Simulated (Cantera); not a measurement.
A closed system holds: 1 mol CCl₄, 2.5 mol H₂, held at 0.133 bar.

These are equilibrium values from Cantera (NASA tables, ideal gas, pure condensed phases), not measurements of a reactor. Candidate condensed phases: C, C₆H₆, C₇H₈, C₈H₁₈; 91 gas species. Kinetics and transport are ignored.

x: gas mole fraction; n: condensed amount in mol.

| T (°C) | x HCl | x Cl | x H₂ | x H | x C₂H₂ (acetylene) | n C(graphite) |
|---|---|---|---|---|---|---|
| 1252 | 0.889 | 0.000139 | 0.111 | 2.16e-5 | ___ | 1.000 |
| 1402 | 0.888 | 0.000661 | 0.111 | 0.000106 | ___ | 1.000 |
| 1552 | 0.885 | 0.00243 | 0.112 | 0.000404 | ___ | 1.000 |
| 1702 | 0.878 | 0.00729 | 0.114 | 0.00126 | ___ | 0.999 |
| 1852 | 0.861 | 0.0183 | 0.117 | 0.00340 | ___ | 0.998 |
| 2002 | 0.828 | 0.0395 | 0.124 | 0.00818 | ___ | 0.995 |
| 2152 | 0.774 | 0.0740 | 0.133 | 0.0179 | ___ | 0.989 |
| 2302 | 0.696 | 0.122 | 0.143 | 0.0359 | ___ | 0.977 |
| 2452 | 0.596 | 0.182 | 0.151 | 0.0664 | ___ | 0.953 |
| 2602 | 0.481 | 0.246 | 0.151 | 0.113 | ___ | 0.903 |

Question: Some entries are withheld; supply them.

Answer: 
- 1252, x C₂H₂ (acetylene): 1.34e-6
- 1402, x C₂H₂ (acetylene): 6.47e-6
- 1552, x C₂H₂ (acetylene): 2.40e-5
- 1702, x C₂H₂ (acetylene): 7.38e-5
- 1852, x C₂H₂ (acetylene): 0.000196
- 2002, x C₂H₂ (acetylene): 0.000471
- 2152, x C₂H₂ (acetylene): 0.00104
- 2302, x C₂H₂ (acetylene): 0.00211
- 2452, x C₂H₂ (acetylene): 0.00390
- 2602, x C₂H₂ (acetylene): 0.00643
